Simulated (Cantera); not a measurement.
Input (Python, Cantera) and output of one run.

```python
import numpy as np
import cantera as ct

gas_names = [...]  # 87 gases of nasa_gas.yaml made of C, H, Si
cond_names = """
    C(gr) C6H6(L) C7H8(L) C8H18(L),n-octa Si(cr) Si(L) SiC(b)
""".split()


# ... load() reads the species with a 1 bar reference pressure and builds the phases ...
atoms = {
    'SiH4': {'Si': 1, 'H': 4},
    'C3H8': {'C': 3, 'H': 8},
    'H2': {'H': 2},
    'CH4': {'C': 1, 'H': 4},
}
top_T = {'C(gr)': 4500, 'SiC(b)': 3050}  # K; cautious upper limits of use, not melting points


# ... equilibrate(T, P, feed) seeds the gas with the atoms and calls Mixture.equilibrate('TP', solver="vcs", rtol=1e-11, max_steps=5000) ...
results = []
feed = {'SiH4': 1, 'C3H8': 0.4, 'H2': 2.6, 'CH4': 0.15}  # mol
P = 26000  # Pa
for T in [1548, 1648, 1748, 1848, 1948, 2048, 2148, 2248, 2348]:
    mix = equilibrate(T, P, feed)
    results.append((T, P, feed, dict(zip(mix.species_names, mix.species_moles))))
    x = sorted(zip(gas.X, gas.species_names), reverse=True)
    print(f"T = {T:g} K  P = {P:g} Pa  gas = {mix.phase_moles(0):.4g} mol")
    print("   x: " + "  ".join(f"{s} {v:.3e}" for v, s in x if v > 1e-06))
    print("   condensed (mol): " + ("  ".join(f"{mix.phase(i).name} {mix.phase_moles(i):.4g}"
          for i in range(1, mix.n_phases) if mix.phase_moles(i) > 1e-12) or "none"))
```

It prints:

```
T = 1548 K  P = 26000 Pa  gas = 6.497 mol
   x: H2 9.994e-01  CH4 5.328e-04  H 6.037e-05  C2H2,acetylene 1.568e-05
   condensed (mol): C(gr) 0.3463  SiC(b) 1
T = 1648 K  P = 26000 Pa  gas = 6.498 mol
   x: H2 9.994e-01  CH4 3.479e-04  H 1.746e-04  C2H2,acetylene 4.470e-05  CH3 1.237e-06
   condensed (mol): C(gr) 0.3471  SiC(b) 1
T = 1748 K  P = 26000 Pa  gas = 6.5 mol
   x: H2 9.992e-01  H 4.479e-04  CH4 2.387e-04  C2H2,acetylene 1.128e-04  CH3 2.172e-06
   condensed (mol): C(gr) 0.347  SiC(b) 1
T = 1848 K  P = 26000 Pa  gas = 6.502 mol
   x: H2 9.985e-01  H 1.039e-03  C2H2,acetylene 2.571e-04  CH4 1.708e-04  CH3 3.580e-06  SiH2 1.239e-06  C2H4 1.130e-06
   condensed (mol): C(gr) 0.3455  SiC(b) 1
T = 1948 K  P = 26000 Pa  gas = 6.506 mol
   x: H2 9.971e-01  H 2.213e-03  C2H2,acetylene 5.374e-04  CH4 1.265e-04  CH3 5.594e-06  Si 4.021e-06  SiH2 3.516e-06  SiH 1.574e-06  C2H4 1.265e-06
   condensed (mol): C(gr) 0.3422  SiC(b) 0.9999
T = 2048 K  P = 26000 Pa  gas = 6.514 mol
   x: H2 9.944e-01  H 4.379e-03  C2H2,acetylene 1.043e-03  CH4 9.638e-05  Si 1.895e-05  SiH2 8.988e-06  CH3 8.342e-06  SiH 5.857e-06  C2H4 1.397e-06
   condensed (mol): C(gr) 0.3359  SiC(b) 0.9998
T = 2148 K  P = 26000 Pa  gas = 6.527 mol
   x: H2 9.898e-01  H 8.132e-03  C2H2,acetylene 1.895e-03  Si 7.717e-05  CH4 7.513e-05  SiH2 2.097e-05  SiH 1.922e-05  CH3 1.194e-05  SiC2 6.055e-06  Si2C 3.771e-06  C2H4 1.522e-06  C4H2 1.474e-06
   condensed (mol): C(gr) 0.3254  SiC(b) 0.9991
T = 2248 K  P = 26000 Pa  gas = 6.549 mol
   x: H2 9.820e-01  H 1.428e-02  C2H2,acetylene 3.253e-03  Si 2.769e-04  CH4 5.957e-05  SiH 5.650e-05  SiH2 4.517e-05  SiC2 3.180e-05  Si2C 1.907e-05  CH3 1.644e-05  C4H2 4.400e-06  C2H 1.867e-06  C2H4 1.633e-06
   condensed (mol): C(gr) 0.3091  SiC(b) 0.9971
T = 2348 K  P = 26000 Pa  gas = 6.586 mol
   x: H2 9.694e-01  H 2.384e-02  C2H2,acetylene 5.298e-03  Si 8.896e-04  SiH 1.508e-04  SiC2 1.444e-04  SiH2 9.050e-05  Si2C 8.363e-05  CH4 4.773e-05  CH3 2.184e-05  C4H2 1.188e-05  C2H 6.629e-06  Si2 3.055e-06  C2H2,vinylidene 2.384e-06  C2H4 1.723e-06  CH2 1.058e-06
   condensed (mol): C(gr) 0.2864  SiC(b) 0.9905
```

Equilibrium computed with Cantera from the NASA thermochemical tables; the gas is ideal and each condensed phase is pure. Gases not in the tables: Si2H6 and higher silanes.
